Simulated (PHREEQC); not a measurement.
A PHREEQC input (ion-association model, phreeqc.dat):

```
SOLUTION 1
  temp 20
  units mg/L
  pH 5.62
  pe 12.3
  Na 0.0745
  K 1.39e-05 charge
  Ca 0.0995
  Mg 0.00355
  Cl 0.0432
  S(6) 0.0139 as SO4
  Alkalinity 0.426 as HCO3
  O(0) 0.0023
  Ba 0.00173
  Sr 0.00108
  Si 0.000225 as SiO2
END
USE solution 1
EQUILIBRIUM_PHASES 1
  Gypsum 0 0
  CO2(g) -2.5 10
END
```

It stops with these messages:

```
WARNING: Maximum iterations exceeded, 100
WARNING: Maximum iterations exceeded, 100
WARNING: The program has failed to converge to a numerical solution.
ERROR:           Alkalinity has not converged. Total: 6.981425e-06	Calculated: 7.039619e-06	Residual: -5.819354e-08
ERROR: Is non-carbonate alkalinity greater than total alkalinity?
ERROR: Model failed to converge for initial solution  1.
```

**Question.** Find the cause and the fix.

**Answer.** The fault: charge balance asked on the minor ion K. The line should read `K 1.39e-05` where the input has `K 1.39e-05 charge`. With the mend the run ends at pH 5.35 and ionic strength 1.58e-5 mol/kgw.
